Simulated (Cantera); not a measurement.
Equilibrium for carbon deposition, reforming and gasification: CO + H2 + N2

A closed system holds: 1 mol CO, 61 mol H2, 11 mol N2, equilibrated at 133 Pa.

Method: chemical equilibrium by Gibbs-energy minimisation in Cantera with the NASA 1993 tables (ideal gas, pure condensed phases). Candidate condensed phases: C, C6H6, C7H8, C8H18, H2O; 136 gas species. Equilibrium is a limit: real reactors are often held back by kinetics, nucleation or transport.

| T (°C) | log p H2 | log p N2 | log p CH4 | log p H2O | log p CO |
|---|---|---|---|---|---|
| 300 | -2.96 | -3.69 | -4.73 | -4.73 | -7.74 |
| 350 | -2.96 | -3.69 | -4.75 | -4.75 | -6.20 |
| 400 | -2.96 | -3.69 | -4.93 | -4.95 | -5.22 |
| 450 | -2.96 | -3.69 | -5.33 | -5.37 | -4.87 |
| 500 | -2.95 | -3.70 | -5.80 | -5.83 | -4.78 |
| 550 | -2.95 | -3.70 | -6.25 | -6.27 | -4.75 |
| 600 | -2.95 | -3.70 | -6.65 | -6.67 | -4.74 |
| 650 | -2.95 | -3.70 | -7.02 | -7.03 | -4.74 |
| 700 | -2.95 | -3.70 | -7.34 | -7.35 | -4.74 |
| 750 | -2.95 | -3.70 | -7.65 | -7.64 | -4.74 |
log p: log10 of the partial pressure in bar; nothing condenses.

From 300 °C to 750 °C nothing is condensed. The main C-bearing gas is CH4 at 300 °C and CO at 750 °C.
